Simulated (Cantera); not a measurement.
Feed: 1 mol NaBr, a varied amount of H₂, held at 2123.15 K and 1.33 mbar.

Method: chemical equilibrium by Gibbs-energy minimisation in Cantera with the NASA 1993 tables (ideal gas, pure condensed phases). Candidate condensed phases: Br₂, Na, NaBr; 9 gas species. Gases not in the tables: NaBr and NaI dimers. Rates play no part.

x: gas mole fraction; nothing condenses.

| n(H₂) (mol) | x H₂ | x NaBr | x Na | x Br | x H | x HBr |
|---|---|---|---|---|---|---|
| 0.2 | 0.106 | 0.494 | 0.184 | 0.157 | 0.0320 | 0.0274 |
| 0.39 | ___ | ___ | 0.173 | ___ | ___ | ___ |
| 0.75 | 0.312 | 0.321 | 0.156 | 0.120 | 0.0549 | 0.0360 |
| 1.5 | 0.462 | 0.212 | 0.130 | 0.0951 | 0.0668 | 0.0347 |
| 2.9 | ___ | ___ | ___ | ___ | ___ | ___ |
| 5.6 | 0.708 | 0.0629 | 0.0730 | 0.0503 | 0.0828 | 0.0227 |
| 11 | 0.788 | 0.0276 | 0.0487 | 0.0330 | 0.0873 | 0.0157 |
| 21 | 0.837 | 0.0111 | 0.0311 | 0.0209 | 0.0900 | 0.0103 |
| 41 | 0.868 | 0.00389 | 0.0185 | 0.0123 | 0.0916 | 0.00616 |

Problem. Some entries are withheld; supply them.

Solution. 
- 2.9, x H₂: 0.598
- 2.9, x NaBr: 0.124
- 2.9, x Na: 0.101
- 2.9, x Br: 0.0714
- 2.9, x H: 0.0761
- 2.9, x HBr: 0.0297
- 0.39, x H₂: 0.192
- 0.39, x NaBr: 0.417
- 0.39, x Br: 0.140
- 0.39, x H: 0.0431
- 0.39, x HBr: 0.0331
